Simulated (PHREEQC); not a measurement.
Dissolve 52 mmol/kgw NH4HF2, 0.045 mmol/kgw H2SiF6, 0.036 mmol/kgw H3BO3 and 68 mmol/kgw H2SO4 at 81 °C. Closed to the air; pH follows from the charge balance.

The numbers come from PHREEQC with the ion-association model, phreeqc.dat.

No solid was allowed to form.

### Question
Predict the pH, ionic strength, density.

### Answer
pH 1.59; ionic strength 0.0927 mol/kgw; density 0.976 g/cm³.

### Question
In which forms is N present?

### Answer
NH4+ 95 %, NH4SO4- 4.6 % of the N.

Away from 25 °C the constants follow the database's enthalpies or fits; those with neither stay at their 25 °C values. SiF6-2 is the database's only silicon fluoride. Real BF4- forms and hydrolyses slowly; the run takes it at equilibrium.
